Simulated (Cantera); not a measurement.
A perfectly stirred reactor is fed with CH4 : H2 : O2 = 0.0023 : 1 : 0.0031 (molar parts), equivalence ratio 160, at 240 Torr; it is held at 2875 K, and followed from long to short residence time.

Model: GRI-Mech 3.0 (53 species, 325 reactions), integrated in Cantera.

```csv
quantity,before,after
x(CH4) at τ = 3.60 s,7.12e-9,1.46e-9
x(H2) at τ = 3.60 s,0.823,0.823
x(O2) at τ = 3.60 s,4.31e-8,8.74e-8
x(OH) at τ = 3.60 s,0.000206,0.000294
x(H) at τ = 3.60 s,0.171,0.171
x(CH4) at τ = 0.100 s,2.65e-7,5.45e-8
x(H2) at τ = 0.100 s,0.825,0.825
x(O2) at τ = 0.100 s,6.09e-8,1.04e-7
x(OH) at τ = 0.100 s,0.000204,0.000291
x(H) at τ = 0.100 s,0.169,0.169
```

Problem. Name the change that produced these shifts.
A. temperature 2875 to 1525 K
B. H2 1 to 8 parts
C. CH4 0.0023 to 0.00066 parts
D. temperature 2875 to 1975 K

Solution. C, CH4 0.0023 to 0.00066 parts
